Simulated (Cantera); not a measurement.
Cantera run:

```python
import numpy as np
import cantera as ct

gas_names = [...]  # 113 gases of nasa_gas.yaml made of C, H, O, Ti
cond_names = """
    C(gr) C6H6(L) C7H8(L) C8H18(L),n-octa H2O(s) H2O(L) Ti(a) Ti(b) Ti(L) TiC(s) TiC(L) TiO(a) TiO(b)
    TiO(L) TiO2(ru) TiO2(L) Ti2O3(a) Ti2O3(b) Ti2O3(L) Ti3O5(a) Ti3O5(b) Ti3O5(L) Ti4O7(s) Ti4O7(L)
""".split()


# ... load() reads the species with a 1 bar reference pressure and builds the phases ...
atoms = {
    'Ti(OiPr)4': {'Ti': 1, 'C': 12, 'H': 28, 'O': 4},
    'O2': {'O': 2},
}
top_T = {'C(gr)': 4500}  # K; cautious upper limits of use, not melting points


# ... equilibrate(T, P, feed) seeds the gas with the atoms and calls Mixture.equilibrate('TP', solver="vcs", rtol=1e-11, max_steps=5000) ...
results = []
feed = {'Ti(OiPr)4': 1, 'O2': 8.1}  # mol
P = 50  # Pa
for T in [1648, 1698, 1748, 1798, 1848, 1898, 1948, 1998, 2048, 2098]:
    mix = equilibrate(T, P, feed)
    results.append((T, P, feed, dict(zip(mix.species_names, mix.species_moles))))

top = {s: max(r[3][s] / sum(r[3][g] for g in gas_names) for r in results) for s in gas_names}
cols = sorted((s for s in top if top[s] > 0.001), key=lambda s: -top[s])[:7]
seen = [c for c in cond_names if any(r[3].get(c, 0) > 1e-12 for r in results)]
print("log10 of partial pressures in bar; condensed amounts in mol")
print(f"{'T/K':>10s}" + "".join(f"{s[:9]:>10s}" for s in cols + seen))
for T, P, feed, n in results:
    ng = sum(n[g] for g in gas_names)
    print(f"{T:10.4g}" + "".join(f"{np.log10(max(n[s] / ng * P / 1e5, 1e-99)):10.3f}" for s in cols)
          + "".join(f"{n.get(c, 0):10.4g}" for c in seen))
```

Result:

```
log10 of partial pressures in bar; condensed amounts in mol
       T/K        CO        H2       H2O         H       CO2        OH      TiO2  TiO2(ru)  Ti4O7(L)
      1648    -3.699    -3.745    -4.054    -5.923    -4.514    -7.579   -10.073         1         0
      1698    -3.697    -3.749    -4.049    -5.714    -4.530    -7.303    -9.501         1         0
      1748    -3.696    -3.753    -4.045    -5.518    -4.545    -7.043    -8.961    0.9999         0
      1798    -3.695    -3.758    -4.041    -5.332    -4.559    -6.798    -8.453    0.9998         0
      1848    -3.694    -3.764    -4.039    -5.157    -4.573    -6.566    -7.973    0.9994         0
      1898    -3.694    -3.771    -4.039    -4.992    -4.585    -6.347    -7.519    0.9984         0
      1948    -3.695    -3.780    -4.040    -4.837    -4.597    -6.140    -7.089    0.9956         0
      1998    -3.697    -3.791    -4.043    -4.690    -4.609    -5.944    -6.681    0.9887         0
      2048    -3.703    -3.814    -4.033    -4.557    -4.599    -5.739    -6.303         0    0.2431
      2098    -3.707    -3.833    -4.043    -4.428    -4.611    -5.565    -5.990         0    0.2357
```

Method: chemical equilibrium by Gibbs-energy minimisation in Cantera with the NASA 1993 tables (ideal gas, pure condensed phases). The feed counts by its element totals alone. Condensed phases not in the tables: Magnéli phases beyond Ti4O7.
